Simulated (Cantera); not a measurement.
## Diamond growth

A diamond (100) surface in a fixed gas of H2 with x(CH4) = 0.014, x(CH3) = 0.00018, at 1100 K, 0.240 bar; coverages are run to steady state.

Computed with Cantera and the Harris–Goodwin 1993 mechanism for the reconstructed diamond (100) surface.

| x(H) | growth (µm/h) | θ c6HH | θ c6H* | θ c6*H | θ c6** | θ c6HM |
|---|---|---|---|---|---|---|
| 0.0001 | 4.03 | 0.536 | 0.0204 | 0.324 | 0.00436 | 0.0750 |
| 0.00025 | 9.47 | 0.495 | 0.0230 | 0.364 | 0.00828 | 0.0715 |
| 0.00062 | 17.3 | 0.488 | 0.0249 | 0.393 | 0.0123 | 0.0534 |
| 0.0016 | 25.2 | 0.495 | 0.0264 | 0.417 | 0.0155 | 0.0303 |
| 0.0039 | 30.1 | 0.503 | 0.0274 | 0.430 | 0.0173 | 0.0149 |
| 0.0097 | 32.7 | 0.507 | 0.0281 | 0.437 | 0.0182 | 0.00651 |
| 0.024 | 34.0 | 0.509 | 0.0290 | 0.439 | 0.0187 | 0.00273 |
| 0.06 | 34.9 | 0.510 | 0.0310 | 0.438 | 0.0192 | 0.00112 |
| 0.15 | 36.2 | 0.510 | 0.0354 | 0.434 | 0.0201 | 0.000465 |
θ: site fractions in the mechanism's names (c6HH fully hydrogenated, c6H* and c6*H radical sites, c6** diradical, c6HM methylated).
